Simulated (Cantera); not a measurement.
Charge: 1 mol SiCl₄, a varied amount of H₂, held at 1750 °C and 0.00133 bar.

Method: chemical equilibrium by Gibbs-energy minimisation in Cantera with the NASA 1993 tables (ideal gas, pure condensed phases). Candidate condensed phases: Si; 19 gas species. The tables' values for SiCl, SiCl₃ are old estimates; treat these amounts as uncertain. Gases not in the tables: Si₂H₆ and higher silanes. Kinetics and transport are ignored.

### Question
At 3.9 mol H₂, list the 6 most abundant gas species with their mole fractions, and the condensed phases.

### Answer
H₂ 0.450, HCl 0.333, SiCl₂ 0.146, H 0.0349, Cl 0.0192, Si 0.0108. Condensed: gas only.
